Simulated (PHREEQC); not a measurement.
Dissolve 3.8 mol/kgw LiBr and 0.15 mol/kgw BaCl2 at 25 °C. Closed to the air; pH follows from the charge balance.

All values are PHREEQC results (Pitzer model, pitzer.dat), not measurements.

```
Property                   Result
-------------------  ------------
ionic strength       4.25 mol/kgw
activity of water           0.797
density               1.230 g/cm³
osmotic coefficient         1.560
```

```tsv
species	molality	activity	log γ
Br-	3.80	2.69	-0.150
Li+	3.80	18.7	0.692
Cl-	0.300	0.174	-0.236
Ba+2	0.150	0.292	0.289
OH-	1.11e-7	1.10e-8	-1.003
H+	1.11e-7	7.36e-7	0.824
```

This is a speciation only: nothing precipitates in the calculation.
